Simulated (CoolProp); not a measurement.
Saturation properties of R22 (Tc = 96.1 °C, pc = 49.90 bar, ω = 0.221).

Computed with CoolProp (reference Helmholtz-energy equation of state, Kamei 1995).

```tsv
T (°C)	p (bar)	liquid density (kg/m³)	vapour viscosity (µPa s)
-83.05	0.08290	1526	8.68
-79.95	0.1041	1518	8.83
-76.95	0.1287	1510	8.97
-73.85	0.1591	1502	9.11
-70.85	0.1938	1493	9.25
-67.75	0.2360	1485	9.40
-64.65	0.2854	1477	9.54
-61.65	0.3410	1468	9.69
-58.55	0.4072	1460	9.83
-55.45	0.4836	1451	9.98
-52.45	0.5680	1443	10.1
-49.35	0.6672	1434	10.3
-46.35	0.7759	1425	10.4
-43.25	0.9025	1416	10.6
```

It boils at -40.8 °C under 1 atm.

Viscosity comes from a separate model (Bell 2016), an estimate that may be off by 10 % or more.
